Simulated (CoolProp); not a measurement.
The numbers come from the reference Helmholtz-energy equation of state, Lemmon 2006 in CoolProp. It is a short technical equation, of lower accuracy than the large ones.

Problem. Give the vapour pressure (MPa), liquid cp (kJ/(kg K)), vapour Z, surface tension (mN/m) of saturated isohexane at 398.1, 427.3 K.

Solution. 
```json
[
 {"T (K)": "398.1", "p (MPa)": "0.547", "liquid cp (kJ/(kg K))": "2.79", "vapour Z": "0.844", "surface tension (mN/m)": "7.36"},
 {"T (K)": "427.3", "p (MPa)": "0.976", "liquid cp (kJ/(kg K))": "3.03", "vapour Z": "0.764", "surface tension (mN/m)": "4.86"}
]
```

Surface tension comes from a separate correlation (Mulero 2012).
